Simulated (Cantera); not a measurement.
A closed system holds: 1 mol PbO, 14 mol CO, 0.29 mol N2, held at 1450 K and 56000 Pa.

Equilibrium computed with Cantera from the NASA thermochemical tables; the gas is ideal and each condensed phase is pure. Candidate condensed phases: C, Pb, PbO, PbO2, Pb3O4; 27 gas species. Rates play no part.

Base state: CO 0.886, CO2 0.0681, Pb 0.0266, N2 0.0198 (mole fractions); condensed: Pb(l).

Q: What changes in the equilibrium state with this change: pressure from 56000 Pa to 133 Pa?

A: 
```json
[
 {"species": "CO", "before": "0.886", "after": "0.850"},
 {"species": "CO2", "before": "0.0681", "after": "0.0654"},
 {"species": "Pb", "before": "0.0266", "after": "0.0654"},
 {"species": "N2", "before": "0.0198", "after": "0.0190"},
 {"species": "Pb(l), mol", "before": "0.609", "after": "0"}
]
```

Q: What changes in the equilibrium state with this change: PbO replaced by Fe2O3?

A: 
```json
[
 {"species": "CO", "before": "0.886", "after": "0.839"},
 {"species": "CO2", "before": "0.0681", "after": "0.140"},
 {"species": "N2", "before": "0.0198", "after": "0.0203"},
 {"species": "Pb", "before": "0.0266", "after": "0"},
 {"species": "Pb(l), mol", "before": "0.609", "after": "0"},
 {"species": "Fe(γ), mol", "before": "0", "after": "1.00"},
 {"species": "FeO(s), mol", "before": "0", "after": "0.996"}
]
```
Mutual solubility and eutectic melting of coexisting phases are not modelled. The tables' stoichiometric FeO is somewhat more stable than real wüstite, so its field is too wide. FeO: taken at fixed stoichiometry. Further candidate phases: Fe, Fe(CO)5, FeO, Fe2O3, Fe3O4.

Q: What changes in the equilibrium state with this change: temperature from 1450 K to 950 K?

A: 
```csv
species,before,after
CO,0.886,0.617
CO2,0.0681,0.357
N2,0.0198,0.0257
Pb,0.0266,8.99e-6
"Pb(l), mol",0.609,1.000
"C(graphite), mol",0,3.02
```
